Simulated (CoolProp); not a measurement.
Octamethylcyclotetrasiloxane (D4) at several states: Z from the reference equation and from simpler models built on Tc = 586.5 K, pc = 1.347 MPa, ω = 0.598; each cubic takes its own stable root.

Model: reference Helmholtz-energy equation of state, Thol 2015, in CoolProp.

```csv
T (K),p (MPa),phase,reference,van der Waals,Redlich-Kwong,Soave-Redlich-Kwong,Peng-Robinson
476.1,0.0279,gas,0.9839,0.9898,0.9872,0.9847,0.9838
416.8,0.0176,gas,0.9835,0.9913,0.9884,0.9851,0.9845
514.5,0.0247,gas,0.9894,0.9925,0.9909,0.9897,0.9889
529.2,0.279,gas,0.8813,0.9151,…,…,0.8776
309.8,0.197,liquid,…,0.04283,0.02892,…,0.02431
```

Problem. Some entries are withheld; supply them.

Solution. 
- 529.2, Redlich-Kwong: 0.8979
- 529.2, Soave-Redlich-Kwong: 0.8860
- 309.8, reference: 0.02419
- 309.8, Soave-Redlich-Kwong: 0.02730
